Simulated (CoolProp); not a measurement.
Properties of R236FA along the isotherm 6.95 °C.

Computed with CoolProp (reference Helmholtz-energy equation of state, Pan 2012).

```tsv
p (MPa)	phase	cp (kJ/(kg K))	Joule-Thomson coefficient (K/MPa)
0.0151	gas	0.7932	28.04
0.0255	gas	0.7956	28.21
0.0431	gas	0.7996	28.50
0.0727	gas	___	29.02
0.123	gas	0.8202	29.97
0.207	liquid	1.205	-0.2133
0.35	liquid	1.205	___
0.59	liquid	1.204	-0.2162
0.996	liquid	1.202	-0.2191
1.68	liquid	1.200	-0.2238
2.84	liquid	1.196	___
4.79	liquid	___	___
```

What belongs in the gaps?


- 0.0727, cp (kJ/(kg K)): 0.8068
- 0.35, Joule-Thomson coefficient (K/MPa): -0.2144
- 2.84, Joule-Thomson coefficient (K/MPa): -0.2314
- 4.79, cp (kJ/(kg K)): 1.191
- 4.79, Joule-Thomson coefficient (K/MPa): -0.2431
